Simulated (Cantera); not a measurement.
Charge: 1 mol CaO, 0.65 mol O2, 2.6 mol H2O, at 11.0 bar.

Equilibrium computed with Cantera from the NASA thermochemical tables; the gas is ideal and each condensed phase is pure. Candidate condensed phases: Ca, CaO, Ca(OH)2, H2O; 14 gas species. Rates play no part. All values below are at 1350 K.

Base state: H2O 0.800, O2 0.200, OH 2.81e-5 (mole fractions); condensed: CaO(s).

Question: What changes in the equilibrium state with this change: CaO replaced by Fe2O3?

Answer: 
| species | before | after |
|---|---|---|
| H2O | 0.800 | 0.800 |
| O2 | 0.200 | 0.200 |
| OH | 2.81e-5 | 2.81e-5 |
| CaO(s), mol | 1.00 | 0 |
| Fe2O3(s), mol | 0 | 1.00 |
Further candidate phases: Fe, FeO, Fe(OH)2, Fe(OH)3, Fe2O3, Fe3O4.

Question: What changes in the equilibrium state with this change: 0.75 mol NH3 added?

Answer: 
```
species       before    after
-----------  -------  -------
H2O            0.800    0.890
N2                 0   0.0895
O2             0.200   0.0209
NO                 0  5.75e-5
OH           2.81e-5  1.69e-5
CaO(s), mol     1.00     1.00
```
